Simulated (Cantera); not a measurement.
A closed system holds: 1 mol Si, 4.4 mol HBr, 51 mol N₂, at 0.0133 bar.

Equilibrium computed with Cantera from the NASA thermochemical tables; the gas is ideal and each condensed phase is pure. Candidate condensed phases: Br₂, Si, Si₃N₄; 28 gas species. N₂ is the only nitrogen source here; it is nearly inert below about 1500 K, so the nitride shown seldom forms there in practice. The tables' values for SiBr₃ are old estimates; treat these amounts as uncertain. The numbers say what is thermodynamically allowed, not how fast it happens. All values below are at 1000 °C.

Base state: N₂ 0.921, HBr 0.0672, H₂ 0.00658, SiBr₄ 0.00231, Br 0.00141, SiBr₂ 0.000921, SiBr₃ 0.000212 (mole fractions); condensed: Si₃N₄(s).

**Question.** What changes in the equilibrium state with this change: HBr from 4.4 to 11 mol?

**Answer.** 
| species | before | after |
|---|---|---|
| N₂ | 0.921 | 0.827 |
| HBr | 0.0672 | 0.144 |
| H₂ | 0.00658 | 0.0178 |
| SiBr₄ | 0.00231 | 0.00718 |
| SiHBr₃ | 5.51e-6 | 2.15e-5 |
| SiBr₃ | 0.000212 | 0.000506 |
| SiBr₂ | 0.000921 | 0.00168 |
| Br | 0.00141 | 0.00184 |
| Si₃N₄(s), mol | 0.270 | 0.141 |

**Question.** What changes in the equilibrium state with this change: HBr from 4.4 to 7.5 mol?

**Answer.** 
```csv
species,before,after
N₂,0.921,0.874
HBr,0.0672,0.106
H₂,0.00658,0.0118
SiBr₄,0.00231,0.00457
SiHBr₃,5.51e-6,1.24e-5
SiBr₃,0.000212,0.000357
"Si₃N₄(s), mol",0.270,0.213
```
